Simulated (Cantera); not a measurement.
# Silicon epitaxy and polysilicon growth: SiCl4 + N2 + HCl

Input: 1 mol SiCl4, 25 mol N2, 0.18 mol HCl, at 0.133 bar.

Equilibrium computed with Cantera from the NASA thermochemical tables; the gas is ideal and each condensed phase is pure. Candidate condensed phases: NH4Cl, Si, Si3N4; 28 gas species. The tables' values for SiCl3 are old estimates; treat these amounts as uncertain. Equilibrium is a limit: real reactors are often held back by kinetics, nucleation or transport.

```tsv
T (K)	log p N2	log p SiCl4	log p Cl	log p HCl	log p SiCl3	log p SiCl2
848	-0.90	-2.29	-9.18	-3.04	-9.38	<-12
948	-0.90	-2.29	-8.03	-3.04	-7.98	-12.14
1048	-0.90	-2.29	-7.01	-3.04	-6.92	-10.29
1148	-0.90	-2.29	-6.15	-3.04	-6.08	-8.83
1248	-0.90	-2.29	-5.42	-3.04	-5.38	-7.60
1348	-0.90	-2.29	-4.80	-3.04	-4.78	-6.56
1448	-0.90	-2.30	-4.26	-3.04	-4.27	-5.68
1548	-0.90	-2.31	-3.79	-3.04	-3.84	-4.92
1648	-0.90	-2.33	-3.37	-3.04	-3.48	-4.28
1748	-0.90	-2.38	-3.00	-3.04	-3.18	-3.74
```
log p: log10 of the partial pressure in bar; nothing condenses.

From 848 K to 1748 K nothing is condensed. The main Si-bearing gas is SiCl4 throughout.
